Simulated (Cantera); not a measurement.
Input: 1 mol BCl3, 0.089 mol H2O, 0.61 mol H2, equilibrated at 1098 K and 10.0 mbar.

Method: chemical equilibrium by Gibbs-energy minimisation in Cantera with the NASA 1993 tables (ideal gas, pure condensed phases). Candidate condensed phases: B, B2O3, B3O3H3, H2O; 33 gas species. The tables' values for BOCl, BCl2 are old estimates; treat these amounts as uncertain. Gases not in the tables: BHCl2. Kinetics and transport are ignored.

Base state: BCl3 0.489, H2 0.302, HCl 0.192, B3O3Cl3 0.0169, BOCl 3.66e-5, BCl2 2.94e-5, HBO 2.45e-5, B3O3H3 1.54e-5 (mole fractions); condensed: B(s).

Task: What changes in the equilibrium state with this change: pressure from 10.0 mbar to 51.0 Pa?

Result: 
| species | before | after |
|---|---|---|
| BCl3 | 0.489 | 0.451 |
| HCl | 0.192 | 0.280 |
| H2 | 0.302 | 0.252 |
| B3O3Cl3 | 0.0169 | 0.0165 |
| BOCl | 3.66e-5 | 0.000264 |
| B3O3H3 | 1.54e-5 | 2.80e-6 |
| HBO | 2.45e-5 | 0.000101 |
| B(s), mol | 0.0529 | 0.107 |
